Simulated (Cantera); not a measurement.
Input: 1 mol SiF4, 4.7 mol N2O, 32 mol H2, 1.3 mol O2, held at 88.0 Pa.

Method: chemical equilibrium by Gibbs-energy minimisation in Cantera with the NASA 1993 tables (ideal gas, pure condensed phases). Candidate condensed phases: H2O, Si, SiO2, Si2N2O, Si3N4; 58 gas species. The tables hold silica as quartz up to 1696 K and as liquid above; real silica turns to tridymite and cristobalite and melts near 1996 K. The numbers say what is thermodynamically allowed, not how fast it happens. All values below are at 1375 K.

Base state: H2 0.638, H2O 0.137, N2 0.121, HF 0.103, H 9.23e-5 (mole fractions); condensed: SiO2(β-quartz).

Q: What changes in the equilibrium state with this change: SiF4 replaced by TEOS?

A: 
```csv
species,before,after
H2,0.638,0.746
CO,0,0.144
N2,0.121,0.0859
H2O,0.137,0.0217
HF,0.103,0
CO2,0,0.00203
H,9.23e-5,9.98e-5
"SiO2(β-quartz), mol",1.000,1.000
```
The feed counts by its element totals alone. Further candidate phases: C, C6H6, C7H8, C8H18, SiC.
